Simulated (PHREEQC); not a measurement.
**Alkaline etch or developer**

A solution holds 20 mmol/kgw TMAH, at 85 °C. Closed to the air; pH follows from the charge balance.

Model: ion-association model, wateq4f.dat, run in PHREEQC.

This is a speciation only: nothing precipitates in the calculation.

Task: Estimate the pH.

Result: pH 10.75.

Complexes and solids missing from the database can't appear. (CH3)4N+ isn't in the database: it is added as a free cation with an ion size of 4 Å. Constants without temperature data keep their 25 °C values here.
